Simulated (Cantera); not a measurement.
Silicon carbide growth: SiH₄ + C₃H₈ + H₂ + N₂

Feed: 1 mol SiH₄, 0.0084 mol C₃H₈, 1300 mol H₂, 1 mol N₂, at 0.170 bar.

Method: chemical equilibrium by Gibbs-energy minimisation in Cantera with the NASA 1993 tables (ideal gas, pure condensed phases). Candidate condensed phases: C, C₆H₆, C₇H₈, C₈H₁₈, Si, SiC, Si₃N₄; 105 gas species. Mutual solubility and eutectic melting of coexisting phases are not modelled. Gases not in the tables: Si₂H₆ and higher silanes. Kinetics and transport are ignored.

| T (°C) | x H₂ | x H | x N₂ | x Si | x SiH₂ | n Si(s) | n SiC(s) | n Si(l) |
|---|---|---|---|---|---|---|---|---|
| 1377 | 0.999 | 0.000220 | 0.000767 | 1.58e-6 | 8.65e-6 | 0.964 | 0.0202 | 0 |
| 1427 | 0.999 | 0.000357 | 0.000766 | 3.99e-6 | 1.42e-5 | 0 | 0.0195 | 0.953 |
| 1477 | 0.999 | 0.000564 | 0.000766 | 8.83e-6 | 2.08e-5 | 0 | 0.0177 | 0.936 |
| 1527 | 0.998 | 0.000868 | 0.000765 | 1.87e-5 | 2.99e-5 | 0 | 0.0150 | 0.908 |
| 1577 | 0.998 | 0.00131 | 0.000763 | 3.79e-5 | 4.21e-5 | 0 | 0.0107 | 0.861 |
| 1627 | 0.997 | 0.00192 | 0.000761 | 7.42e-5 | 5.81e-5 | 0 | 0.00373 | 0.782 |
| 1677 | 0.996 | 0.00277 | 0.000759 | 0.000140 | 7.90e-5 | 0 | 0 | 0.643 |
| 1727 | 0.995 | 0.00393 | 0.000759 | 0.000256 | 0.000106 | 0 | 0 | 0.411 |
| 1777 | 0.993 | 0.00548 | 0.000758 | 0.000455 | 0.000139 | 0 | 0 | 0.0384 |
| 1827 | 0.991 | 0.00752 | 0.000756 | 0.000511 | 0.000118 | 0 | 0 | 0 |
| 1877 | 0.988 | 0.0102 | 0.000755 | 0.000544 | 9.55e-5 | 0 | 0 | 0 |
| 1927 | 0.985 | 0.0136 | 0.000753 | 0.000571 | 7.73e-5 | 0 | 0 | 0 |
| 1977 | 0.981 | 0.0178 | 0.000751 | 0.000593 | 6.26e-5 | 0 | 0 | 0 |
| 2027 | 0.975 | 0.0232 | 0.000749 | 0.000611 | 5.07e-5 | 0 | 0 | 0 |
x: gas mole fraction; n: condensed amount in mol.

At 1377 °C the condensed part is Si(s) + SiC(s). From 1427 °C to 1627 °C the condensed part is Si(l) + SiC(s). From 1677 °C to 1777 °C the condensed part is Si(l). From 1827 °C to 2027 °C nothing is condensed. The main Si-bearing gas is SiH₂ at 1377 °C and Si at 2027 °C.
